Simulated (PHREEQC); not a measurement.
Make-up at 25 °C: 0.51 mmol/kgw Na2SeO4 and 42 mmol/kgw NaOH. It is in equilibrium with CO2 at log p = -3.4 (atm). Otherwise closed; pH follows from the charge balance.

Computed with PHREEQC (ion-association model, wateq4f.dat).

This is a speciation only: nothing precipitates in the calculation.

**Question.** Predict the pH.

**Answer.** pH 9.52.

**Question.** In which forms is Na present?

**Answer.** Na+ 94 %, NaCO3- 5.4 %, NaHCO3 0.9 % of the Na.

Species that the database lacks are ignored.
